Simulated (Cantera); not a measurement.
# Reactions in the system Ba-N-O

Cantera with NASA thermochemical tables; ideal gases at 1 bar, condensed phases pure. Values are per mole of reaction as written; species without (g) are pure solids or liquids, kept so even where they would boil at 1 bar.

N2O(g) + BaO → Ba + 2 NO(g)

```csv
T (K),ΔH° (kJ),ΔS° (J/K),ΔG° (kJ),log10 K,condensed phases
300,649.1,191.8,591.5,-102.99,"BaO(s), Ba(s)"
900,646.3,187.3,477.7,-27.72,"BaO(s), Ba(s)"
1100,653.2,194.2,439.6,-20.87,"BaO(s), Ba(l)"
1300,651.9,193.2,400.8,-16.11,"BaO(s), Ba(l)"
1500,650.4,192.1,362.3,-12.62,"BaO(s), Ba(l)"
1700,648.6,190.9,324.0,-9.96,"BaO(s), Ba(l)"
1900,646.4,189.7,285.9,-7.86,"BaO(s), Ba(l)"
```
